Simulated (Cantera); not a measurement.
A closed system holds: 1 mol Si2Cl6, 610 mol H2, equilibrated at 1473 K and 1.00 bar.

Equilibrium computed with Cantera from the NASA thermochemical tables; the gas is ideal and each condensed phase is pure. Candidate condensed phases: Si; 19 gas species. The feed counts by its element totals alone. Rates play no part.

### Question
What is the equilibrium state?

### Answer
```json
{
  "x(H2)": "0.991",
  "x(HCl)": "0.00918",
  "x(SiCl2)": "0.000267",
  "x(H)": "1.26e-5",
  "x(SiH2Cl2)": "1.11e-5",
  "x(SiCl3)": "7.34e-6",
  "x(SiHCl3)": "6.98e-6",
  "x(SiH3Cl)": "5.14e-6",
  "x(SiH2)": "1.04e-6",
  "n(Si(s))": "1.82 mol",
  "gas_amount": "613.0 mol"
}
```
